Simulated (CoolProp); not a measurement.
Hydrogen chloride along the isotherm 73.55 °C: fugacity coefficient from the reference equation and from simpler models built on Tc = 51.5 °C, pc = 8.314 MPa, ω = 0.130; each cubic takes its own stable root.

Model: reference Helmholtz-energy equation of state, Thol 2018, in CoolProp.

| p (MPa) | phase | reference | van der Waals | Soave-Redlich-Kwong |
|---|---|---|---|---|
| 0.263 | gas | 0.9904 | 0.9920 | 0.9913 |
| 0.598 | gas | 0.9781 | 0.9818 | 0.9802 |
| 1.36 | gas | 0.9507 | 0.9588 | 0.9552 |
| 3.1 | gas | 0.8896 | 0.9064 | 0.8991 |
| 7.05 | gas | 0.7580 | 0.7875 | 0.7758 |
| 16.1 | supercritical | 0.4911 | 0.5255 | 0.5236 |
| 36.5 | supercritical | 0.3048 | 0.3757 | 0.3487 |
| 83.1 | supercritical | 0.2553 | 0.4194 | 0.3214 |
